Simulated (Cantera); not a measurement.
## Ignition delay

Mixture: CH₄ : O₂ : N₂ = 1 : 1 : 5.5 (molar parts), equivalence ratio 2.0, at 29.0 bar, adiabatic and at constant volume. Ignition delay is the time to a rise of 400 K.

Cantera simulation using GRI-Mech 3.0 (53 species, 325 reactions); the numbers are that mechanism's predictions, not measurements. The pressure lies above the range GRI-Mech 3.0 was tuned for (to about 10 atm).

```json
[
 {"T0 (K)": "1023", "delay (ms)": "29.3"},
 {"T0 (K)": "1098", "delay (ms)": "9.38"},
 {"T0 (K)": "1173", "delay (ms)": "3.55"},
 {"T0 (K)": "1248", "delay (ms)": "1.50"},
 {"T0 (K)": "1323", "delay (ms)": "0.679"},
 {"T0 (K)": "1398", "delay (ms)": "0.324"},
 {"T0 (K)": "1473", "delay (ms)": "0.160"}
]
```

| Property | Result |
|---|---|
| apparent activation energy between 1323 and 1473 K | 160 kJ/mol |
